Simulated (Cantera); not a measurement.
Adiabatic ignition

An adiabatic, constant-volume homogeneous reactor starts with 10.6 % CH4, 6.45 % H2, 9.75 % O2, 73.2 % N2, equivalence ratio 2.5, at 1675 K and 1.00 atm.

Model: GRI-Mech 3.0 (53 species, 325 reactions), integrated in Cantera.

```
t (s)     T (K)  P (bar)     x CH4    x H2      x O2     x H2O    x HO2     x N2O     x CH3
--------  -----  -------  --------  ------  --------  --------  -------  --------  --------
1.00e-6    1675     1.01     0.106  0.0645    0.0975   2.56e-7  5.35e-7    <1e-12   2.01e-6
5.85e-6    1675     1.01     0.106  0.0645    0.0975   5.10e-6  2.87e-6  2.01e-11   1.68e-5
3.42e-5    1675     1.01     0.105  0.0645    0.0974  0.000209  8.58e-6  4.33e-10  0.000259
0.000200   2471     1.63   0.00170   0.135  0.000145    0.0995  4.64e-8   1.05e-8   0.00121
0.00117    2460     1.66   6.10e-7   0.171   2.13e-6    0.0729  2.13e-9   4.39e-8   3.92e-7
0.00684    2457     1.66  6.83e-11   0.170   2.59e-6    0.0729  2.58e-9   7.25e-9  4.85e-11
0.0400     2458     1.66  6.30e-11   0.170   2.62e-6    0.0730  2.60e-9   4.50e-9  4.49e-11
0.234      2458     1.66  6.30e-11   0.170   2.62e-6    0.0730  2.60e-9   4.49e-9  4.49e-11
1.37       2458     1.66  6.30e-11   0.170   2.62e-6    0.0730  2.60e-9   4.49e-9  4.49e-11
8.00       2458     1.66  6.30e-11   0.170   2.62e-6    0.0730  2.60e-9   4.49e-9  4.49e-11
```
x: mole fraction; the columns are a selection and need not sum to one.

The time of steepest temperature rise is 0.180 ms and the temperature at 8.00 s is 2458 K. The equilibrium temperature comes out as 2458 K and the x(CH4) at 8.00 s is 6.30e-11 (gas-phase equilibrium 7.08e-11). The x(H2) at 8.00 s is 0.170 (gas-phase equilibrium 0.170). The x(O2) at 8.00 s is 2.62e-6 (gas-phase equilibrium 2.62e-6).
